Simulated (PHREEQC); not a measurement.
PHREEQC input (ion-association model, phreeqc.dat):

```
SOLUTION_MASTER_SPECIES
  Amm  AmmH+  0  AmmH  17.031  # ammonia with no redox link, constants of NH4+
SOLUTION_SPECIES
  AmmH+ = AmmH+
    -log_k 0
    -gamma 2.5 0
    -dw 1.98e-9
  AmmH+ = Amm + H+
    -log_k -9.252
    -delta_h 12.48 kcal
    -analytic 0.6322 -0.001225 -2835.76
    -dw 2.28e-9
  AmmH+ + SO4-2 = AmmHSO4-
    -log_k 1.11
PHASES
  Amm(g)
    Amm = Amm
    -log_k 1.7966
    -analytic -18.758 3.3670e-4 2.5113e3 4.8619 39.192
    -T_c 405.6
    -P_c 111.3
    -Omega 0.25
EXCHANGE_SPECIES
  AmmH+ + X- = AmmHX
    -log_k 0.6
    -gamma 2.5 0
    -delta_h -2.4
SOLUTION 0
  temp 15
  units mmol/kgw
  pH 7 charge
  Cl 69.01
  Na 64
  Pb 2.5
  O(0) 1 O2(g) -0.68
SOLUTION 1-40
  temp 15
  units mmol/kgw
  pH 7 charge
  Cl 3.81
  Amm 3.8
  O(0) 1 O2(g) -0.68
END
EXCHANGE 1-40
  X 0.11
  -equilibrate 1
END
SELECTED_OUTPUT 1
  -reset false
  -pH true
  -pe true
  -ionic_strength true
  -water true
  -step true
  -totals Amm Cl Na Pb
  -molalities PbX2 AmmHX NaX
  -saturation_indices Halite Pb(OH)2
PRINT
  -reset false
TRANSPORT
  -cells 40
  -shifts 240
  -lengths 0.0025
  -time_step 300
  -dispersivities 0.0035
  -boundary_conditions flux flux
  -correct_disp true
  -punch_cells 40
  -punch_frequency 8
END
```

Selected output (columns that matter, 13 of 31 rows; pore volumes added in front):

```
pore volumes	pH	mu	Amm	Cl	Na	Pb	m_PbX2	m_NaX	si_Halite	si_Pb(OH)2
0	5.0218	0.00381	0.0038	0.00381	0	0	0	0	-1000	-1000
0.4125	5.0218	0.0038342	0.0038242	0.0038342	2.3441e-23	0	0	1.6378e-22	-26.665	-1000
1.0125	5.0259	0.041049	0.038532	0.041049	0.0025069	2.4929e-25	3.6e-24	0.0017113	-5.7071	-23.588
1.6125	5.0355	0.067361	0.040298	0.067361	0.027053	3.2882e-16	2.8023e-15	0.015422	-4.4907	-14.582
2.0125	5.044	0.068857	0.031059	0.068857	0.037788	8.274e-15	9.4884e-14	0.025092	-4.3375	-13.17
2.4125	5.0501	0.068998	0.02435	0.068998	0.044638	4.6462e-14	6.9596e-13	0.033889	-4.2644	-12.409
3.0125	5.0563	0.06901	0.017691	0.06901	0.051309	2.2874e-13	4.6669e-12	0.045464	-4.2038	-11.705
3.6125	5.0606	0.06901	0.013318	0.06901	0.055682	6.6979e-13	1.7244e-11	0.055424	-4.1683	-11.23
4.0125	5.0627	0.06901	0.011151	0.06901	0.057849	1.1802e-12	3.4468e-11	0.061329	-4.1517	-10.979
4.4125	5.0645	0.06901	0.0093896	0.06901	0.05961	1.9285e-12	6.2794e-11	0.066728	-4.1387	-10.762
5.0125	5.0666	0.06901	0.0072946	0.06901	0.061705	3.6619e-12	1.3682e-10	0.073989	-4.1237	-10.48
5.6125	5.0683	0.06901	0.0056745	0.06901	0.063325	6.4503e-12	2.6989e-10	0.080355	-4.1124	-10.231
6.0125	5.0692	0.06901	0.0047919	0.06901	0.064208	9.1578e-12	4.087e-10	0.084146	-4.1064	-10.076
```
